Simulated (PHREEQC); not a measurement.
A solution holds 0.0015 mol/kgw HF and 0.016 mol/kgw Na2HPO4, at 40 °C. Closed to the air; pH follows from the charge balance.

The numbers come from PHREEQC with the ion-association model, phreeqc.dat.

No solid was allowed to form.

Task: Predict the pH, ionic strength.

Result: pH 7.89; ionic strength 0.0457 mol/kgw.

Task: In which forms is Na present?

Result: Na+ 99 %, NaHPO4- 1.3 % of the Na.

Species that the database lacks are ignored. Away from 25 °C the constants follow the database's enthalpies or fits; those with neither stay at their 25 °C values.
